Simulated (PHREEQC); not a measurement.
Solution (25 °C): 1.9 mmol/kgw FeCl3, 0.078 mmol/kgw MgSO4 and 0.14 mmol/kgw NaCl. Closed to the air; pH follows from the charge balance.

The numbers come from PHREEQC with the ion-association model, phreeqc.dat.

Each row changes one thing in this solution. No solid was allowed to form.

```json
[
 {"case": "as made", "pH": "2.83", "ionic strength (mol/kgw)": "0.00872", "FeOH+2 (mol/kgw)": "0.00110", "Fe+3 (mol/kgw)": "0.000375", "Fe(OH)2+ (mol/kgw)": "0.000183", "Fe2(OH)2+4 (mol/kgw)": "7.16e-5", "SI of Goethite (FeOOH)": "+5.72", "SI of Halite (NaCl)": "-7.74"},
 {"case": "FeCl3 from 0.0019 to 0.0038 mol/kgw", "pH": "2.62", "ionic strength (mol/kgw)": "0.0183", "FeOH+2 (mol/kgw)": "0.00175", "Fe+3 (mol/kgw)": "0.00106", "Fe(OH)2+ (mol/kgw)": "0.000164", "Fe2(OH)2+4 (mol/kgw)": "0.000247", "SI of Goethite (FeOOH)": "+5.45", "SI of Halite (NaCl)": "-7.49"},
 {"case": "0.0017 mol/kgw Na2CO3 added", "pH": "4.26", "ionic strength (mol/kgw)": "0.00657", "FeOH+2 (mol/kgw)": "0.000328", "Fe+3 (mol/kgw)": "3.97e-6", "Fe(OH)2+ (mol/kgw)": "0.00154", "Fe2(OH)2+4 (mol/kgw)": "5.84e-6", "SI of Goethite (FeOOH)": "+8.08", "SI of Halite (NaCl)": "-6.33"},
 {"case": "MgSO4 from 7.8e-05 to 0.000156 mol/kgw", "pH": "2.83", "ionic strength (mol/kgw)": "0.00882", "FeOH+2 (mol/kgw)": "0.00108", "Fe+3 (mol/kgw)": "0.000362", "Fe(OH)2+ (mol/kgw)": "0.000182", "Fe2(OH)2+4 (mol/kgw)": "6.92e-5", "SI of Goethite (FeOOH)": "+5.73", "SI of Halite (NaCl)": "-7.75"},
 {"case": "temperature from 25 to 60 °C", "pH": "2.69", "ionic strength (mol/kgw)": "0.00769", "FeOH+2 (mol/kgw)": "0.00122", "Fe+3 (mol/kgw)": "9.12e-5", "Fe(OH)2+ (mol/kgw)": "0.000486", "Fe2(OH)2+4 (mol/kgw)": "2.46e-5", "SI of Goethite (FeOOH)": "+5.80", "SI of Halite (NaCl)": "-7.77"},
 {"case": "temperature from 25 to 65 °C", "pH": "2.68", "ionic strength (mol/kgw)": "0.00759", "FeOH+2 (mol/kgw)": "0.00120", "Fe+3 (mol/kgw)": "7.35e-5", "Fe(OH)2+ (mol/kgw)": "0.000537", "Fe2(OH)2+4 (mol/kgw)": "2.03e-5", "SI of Goethite (FeOOH)": "+5.81", "SI of Halite (NaCl)": "-7.77"},
 {"case": "0.00013 mol/kgw LiOH added", "pH": "2.85", "ionic strength (mol/kgw)": "0.00868", "FeOH+2 (mol/kgw)": "0.00110", "Fe+3 (mol/kgw)": "0.000356", "Fe(OH)2+ (mol/kgw)": "0.000195", "Fe2(OH)2+4 (mol/kgw)": "7.24e-5", "SI of Goethite (FeOOH)": "+5.77", "SI of Halite (NaCl)": "-7.74"}
]
```

Some of these states are supersaturated (in Hematite (slow to form), Goethite (slow to form), Fe(OH)3(a), for instance). Constants without temperature data keep their 25 °C values here.
